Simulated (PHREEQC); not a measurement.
Solution (25 °C): 35 mmol/kgw HF, 3 mmol/kgw NaOH and 14 mmol/kgw NaCl. Closed to the air; pH follows from the charge balance.

All values are PHREEQC results (ion-association model, phreeqc.dat), not measurements.

| quantity | before | after |
|---|---|---|
| pH | 2.46 | 2.72 |
| ionic strength (mol/kgw) | 0.0208 | 0.0191 |
| HF (mol/kgw) | 0.0275 | 0.0121 |
| F- (mol/kgw) | 0.00618 | 0.00488 |
| HF2- (mol/kgw) | 0.000652 | 0.000227 |

Question: Name the change that produced these shifts.
A. NaCl left out
B. NaOH from 0.003 to 0.0033 mol/kgw
C. NaOH replaced by Na3PO4 at the same molality
D. HF from 0.035 to 0.0175 mol/kgw

Answer: D, HF from 0.035 to 0.0175 mol/kgw

This is a speciation only: nothing precipitates in the calculation.
